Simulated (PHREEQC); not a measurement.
Solution A (19 mmol/kgw HNO3, 0.86 mmol/kgw KNO3 and 2.1 mmol/kgw KH2PO4) is mixed with solution B (1 mmol/kgw H3BO3 and 2.1 mmol/kgw K2HPO4) at 25 °C; shares are by mass of water, 1 kg in all. Oxygen is held at 0.21 atm. The system is closed to CO2. Precipitation was switched off in this run.

The numbers come from PHREEQC with the ion-association model, phreeqc.dat.

```json
[
 {"share of solution B": "0", "pH": "1.81", "H2PO4- (mol/kgw)": "0.000699", "HPO4-2 (mol/kgw)": "4.19e-9", "H3BO3 (mol/kgw)": "0", "H3PO4 (mol/kgw)": "0.00140"},
 {"share of solution B": "0.1", "pH": "1.86", "H2PO4- (mol/kgw)": "[?]", "HPO4-2 (mol/kgw)": "5.01e-9", "H3BO3 (mol/kgw)": "0.000100", "H3PO4 (mol/kgw)": "0.00135"},
 {"share of solution B": "0.2", "pH": "1.92", "H2PO4- (mol/kgw)": "0.000818", "HPO4-2 (mol/kgw)": "6.12e-9", "H3BO3 (mol/kgw)": "[?]", "H3PO4 (mol/kgw)": "0.00128"},
 {"share of solution B": "0.3", "pH": "1.99", "H2PO4- (mol/kgw)": "0.000895", "HPO4-2 (mol/kgw)": "7.71e-9", "H3BO3 (mol/kgw)": "0.000300", "H3PO4 (mol/kgw)": "[?]"},
 {"share of solution B": "0.4", "pH": "2.07", "H2PO4- (mol/kgw)": "0.000989", "HPO4-2 (mol/kgw)": "1.01e-8", "H3BO3 (mol/kgw)": "0.000400", "H3PO4 (mol/kgw)": "0.00111"},
 {"share of solution B": "0.5", "pH": "[?]", "H2PO4- (mol/kgw)": "0.00111", "HPO4-2 (mol/kgw)": "1.39e-8", "H3BO3 (mol/kgw)": "0.000500", "H3PO4 (mol/kgw)": "0.000994"},
 {"share of solution B": "0.6", "pH": "2.30", "H2PO4- (mol/kgw)": "0.00126", "HPO4-2 (mol/kgw)": "2.08e-8", "H3BO3 (mol/kgw)": "0.000600", "H3PO4 (mol/kgw)": "0.000844"},
 {"share of solution B": "0.7", "pH": "[?]", "H2PO4- (mol/kgw)": "[?]", "HPO4-2 (mol/kgw)": "3.56e-8", "H3BO3 (mol/kgw)": "0.000700", "H3PO4 (mol/kgw)": "0.000647"},
 {"share of solution B": "0.8", "pH": "2.79", "H2PO4- (mol/kgw)": "0.00172", "HPO4-2 (mol/kgw)": "8.36e-8", "H3BO3 (mol/kgw)": "0.000800", "H3PO4 (mol/kgw)": "0.000379"},
 {"share of solution B": "0.9", "pH": "4.82", "H2PO4- (mol/kgw)": "0.00209", "HPO4-2 (mol/kgw)": "1.05e-5", "H3BO3 (mol/kgw)": "0.000900", "H3PO4 (mol/kgw)": "4.36e-6"},
 {"share of solution B": "1", "pH": "8.32", "H2PO4- (mol/kgw)": "0.000119", "HPO4-2 (mol/kgw)": "0.00197", "H3BO3 (mol/kgw)": "0.000884", "H3PO4 (mol/kgw)": "7.68e-11"}
]
```

**Question.** What belongs in the gaps?

**Answer.** 
- 0.1, H2PO4- (mol/kgw): 0.000754
- 0.2, H3BO3 (mol/kgw): 0.000200
- 0.3, H3PO4 (mol/kgw): 0.00121
- 0.5, pH: 2.17
- 0.7, pH: 2.48
- 0.7, H2PO4- (mol/kgw): 0.00145
